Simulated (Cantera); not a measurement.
An isothermal, constant-pressure homogeneous reactor starts with C2H6 : N2 = 1 : 37 (molar parts), at 1923 K and 100.0 Torr. Integrator tolerance rtol = 1e-08.

Detailed kinetics in Cantera: GRI-Mech 3.0 (53 species, 325 reactions). GRI-Mech 3.0 stops at C3 and has no aromatics, soot or wall deposition, so with more carbon than oxygen in the feed, carbon stays in small species such as C2H2 where larger ones or solid carbon would form.

### Question
What does this change do: C2H6 1 to 7.9 parts?

### Answer
```tsv
quantity	before	after
x(C2H6) at 20.0 s	3.12e-12 (gas-phase equilibrium 1.41e-12)	1.11e-9 (gas-phase equilibrium 5.94e-10)
x(CH4) at 20.0 s	2.45e-6 (gas-phase equilibrium 2.39e-6)	0.000151 (gas-phase equilibrium 0.000112)
x(CH2) at 20.0 s	8.16e-9 (gas-phase equilibrium 7.96e-9)	9.67e-8 (gas-phase equilibrium 7.15e-8)
x(C2H) at 20.0 s	4.12e-6 (gas-phase equilibrium 7.18e-7)	9.42e-6 (gas-phase equilibrium 4.86e-6)
x(C2H2) at 20.0 s	0.0249 (gas-phase equilibrium 0.00433)	0.130 (gas-phase equilibrium 0.0669)
x(H2) at 20.0 s	0.0497 (gas-phase equilibrium 0.0497)	0.259 (gas-phase equilibrium 0.259)
x(H) at 20.0 s	0.000579 (gas-phase equilibrium 0.000579)	0.00132 (gas-phase equilibrium 0.00132)
```
